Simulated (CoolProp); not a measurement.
Vapour-liquid equilibrium of acetone (1) + p-xylene (2) at 459.2 K; x and y are mole fractions of (1).

The numbers come from the multi-fluid Helmholtz-energy mixture model, Lemmon 2006 and Zhou 2012; pair parameters Bell 2016 in CoolProp.

```json
[
 {"x": "0.05", "bubble pressure (MPa)": "0.4330", "y at the bubble point": "0.286", "dew pressure at overall composition x (MPa)": "0.3282", "liquid density (mol/L)": "6.728"},
 {"x": "0.2", "bubble pressure (MPa)": "0.7487", "y at the bubble point": "0.608", "dew pressure at overall composition x (MPa)": "0.3883", "liquid density (mol/L)": "7.068"},
 {"x": "0.35", "bubble pressure (MPa)": "1.018", "y at the bubble point": "0.735", "dew pressure at overall composition x (MPa)": "0.4737", "liquid density (mol/L)": "7.437"},
 {"x": "0.5", "bubble pressure (MPa)": "1.267", "y at the bubble point": "0.811", "dew pressure at overall composition x (MPa)": "0.6040", "liquid density (mol/L)": "7.836"},
 {"x": "0.65", "bubble pressure (MPa)": "1.516", "y at the bubble point": "0.871", "dew pressure at overall composition x (MPa)": "0.8226", "liquid density (mol/L)": "8.272"},
 {"x": "0.8", "bubble pressure (MPa)": "1.784", "y at the bubble point": "0.925", "dew pressure at overall composition x (MPa)": "1.225", "liquid density (mol/L)": "8.750"},
 {"x": "0.95", "bubble pressure (MPa)": "2.085", "y at the bubble point": "0.981", "dew pressure at overall composition x (MPa)": "1.915", "liquid density (mol/L)": "9.276"}
]
```

No azeotrope shows between x = 0.05 and 0.95.

The pair parameters rest on a limited set of measurements; away from them the model extrapolates. The gap from Raoult's law changes sign with composition, which may be real or a fault of the pair parameters; it wasn't checked against measurements.
